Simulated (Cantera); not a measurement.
A freely propagating, adiabatic, planar premixed flame of C2H4 : O2 : N2 : CO2 = 1 : 3.03 : 11.4 : 2.7 (molar parts), unburnt at 550 K and 13300 Pa; mixture-averaged transport, grid criteria slope 0.08 and curve 0.16, no radiation.

Model: GRI-Mech 3.0 (53 species, 325 reactions), integrated in Cantera. GRI-Mech 3.0 was tuned for natural gas; its chemistry of ethylene as a main component is partial and can be far from experiment. Burning velocities carry a grid error of a few per cent, more on coarse grids.

Problem. How do the results move with these cheaper or finer settings: unity-Lewis-number transport; multicomponent transport; multicomponent+Soret transport; grid criteria slope 0.5, curve 1; grid criteria slope 0.25, curve 0.5; grid criteria slope 0.03, curve 0.06?

Solution. 
| setting | laminar burning velocity | thermal thickness | peak x(CH3) | peak x(CH2O) | grid points |
|---|---|---|---|---|---|
| as above | 152 cm/s | 2.31 mm | 0.000743 | 0.00141 | 174 |
| unity-Lewis-number transport | 105 cm/s | 2.50 mm | 0.000549 | 0.00106 | 161 |
| multicomponent transport | 152 cm/s | 2.33 mm | 0.000743 | 0.00142 | 174 |
| multicomponent+Soret transport | 150 cm/s | 2.31 mm | 0.000729 | 0.00141 | 174 |
| grid criteria slope 0.5, curve 1 | 161 cm/s | 2.66 mm | 0.000706 | 0.00137 | 59 |
| grid criteria slope 0.25, curve 0.5 | 155 cm/s | 2.44 mm | 0.000733 | 0.00139 | 78 |
| grid criteria slope 0.03, curve 0.06 | 151 cm/s | 2.28 mm | 0.000742 | 0.00141 | 347 |
The base run took about 60 core-seconds (a rough figure).
Unity Lewis numbers drop preferential diffusion, which matters most where H2 and H carry the flame; Soret adds thermal diffusion.
